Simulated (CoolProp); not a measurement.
A simple Rankine cycle with R123: condensing at 320.15 K, boiler at 2.67 MPa, turbine inlet 439.2 K, turbine efficiency 0.9, pump efficiency 0.6, no recuperator. Each further row changes one setting.

Computed with CoolProp (reference Helmholtz-energy equation of state, Younglove 1994). It is a modified Benedict-Webb-Rubin equation, recast in Helmholtz form.

```tsv
case	thermal efficiency (%)	net work (kJ/kg)	heat in (kJ/kg)	turbine exit temperature (K)	volume ratio over the turbine
as stated	17.1	36.8	215	(withheld)	17.7
turbine inlet 459.2 K	17.4	41.9	241	(withheld)	15.6
condensing temperature 312.15 K	(withheld)	(withheld)	224	(withheld)	(withheld)
boiler pressure 1.87 MPa	15.8	36.8	233	366.1	(withheld)
turbine efficiency 0.8	15.1	(withheld)	215	348.5	18.1
```

Task: Fill in the missing entries.

Result: 
- as stated, turbine exit temperature (K): 342.6
- turbine inlet 459.2 K, turbine exit temperature (K): 369.3
- condensing temperature 312.15 K, thermal efficiency (%): 18.3
- condensing temperature 312.15 K, net work (kJ/kg): 40.8
- condensing temperature 312.15 K, turbine exit temperature (K): 336.1
- condensing temperature 312.15 K, volume ratio over the turbine: 22.7
- boiler pressure 1.87 MPa, volume ratio over the turbine: 10.2
- turbine efficiency 0.8, net work (kJ/kg): 32.4
